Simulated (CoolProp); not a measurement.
Vapour-liquid equilibrium of octamethyltrisiloxane (MDM) (1) + octamethylcyclotetrasiloxane (D4) (2) at 319.2 K; x and y are mole fractions of (1).

The numbers come from the multi-fluid Helmholtz-energy mixture model, Thol 2017 and Thol 2015; pair parameters Bell 2016 in CoolProp.

```
x     bubble pressure (MPa)  y at the bubble point  dew pressure at overall composition x (MPa)  liquid density (mol/L)
----  ---------------------  ---------------------  -------------------------------------------  ----------------------
0.05             (withheld)                  0.155                                   (withheld)                   3.135
0.15              0.0007656                  0.370                                    0.0006325                   3.156
0.25              0.0008872                  0.516                                   (withheld)                   3.178
0.35               0.001004                  0.626                                    0.0007515                   3.201
0.45               0.001118                  0.714                                   (withheld)                   3.224
0.55               0.001233                  0.786                                   (withheld)                   3.248
0.65               0.001349                  0.847                                     0.001033                   3.271
0.75               0.001466                  0.900                                     0.001173                   3.296
0.85               0.001586                  0.945                                     0.001354                   3.320
0.95               0.001706                  0.983                                     0.001601                   3.344
```

Q: Some entries are withheld; supply them.

A: 
- 0.05, bubble pressure (MPa): 0.0006350
- 0.05, dew pressure at overall composition x (MPa): 0.0005855
- 0.25, dew pressure at overall composition x (MPa): 0.0006872
- 0.45, dew pressure at overall composition x (MPa): 0.0008280
- 0.55, dew pressure at overall composition x (MPa): 0.0009201

No azeotrope shows between x = 0.05 and 0.95.

The pair parameters rest on a limited set of measurements; away from them the model extrapolates.
